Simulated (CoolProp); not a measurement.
R152A along the isotherm 236.9 K: fugacity coefficient from the reference equation and from simpler models built on Tc = 386.4 K, pc = 4.517 MPa, ω = 0.275; each cubic takes its own stable root.

Values from CoolProp's reference Helmholtz-energy equation of state, Outcalt 1996. It is a modified Benedict-Webb-Rubin equation, recast in Helmholtz form.

| p (MPa) | phase | reference |
|---|---|---|
| 0.00714 | gas | 0.9965 |
| 0.0163 | gas | 0.9919 |
| 0.037 | gas | 0.9817 |
| 0.0842 | liquid | 0.6595 |
| 0.192 | liquid | 0.2902 |
| 0.436 | liquid | 0.1288 |
| 0.992 | liquid | 0.05764 |
| 2.26 | liquid | 0.02636 |

Question: How far does each simpler model (van der Waals, Peng-Robinson) lie from the reference over these 8 states: mean and median of the absolute difference, and the worst?

Answer: 
- van der Waals: mean 271.6 %, median 140.1 %, worst +654.2 % at 236.9 K and 2.26 MPa
- Peng-Robinson: mean 0.4 %, median 0.4 %, worst +0.8 % at 236.9 K and 2.26 MPa

At some of these states van der Waals gives the other phase, because its saturation line lies elsewhere.
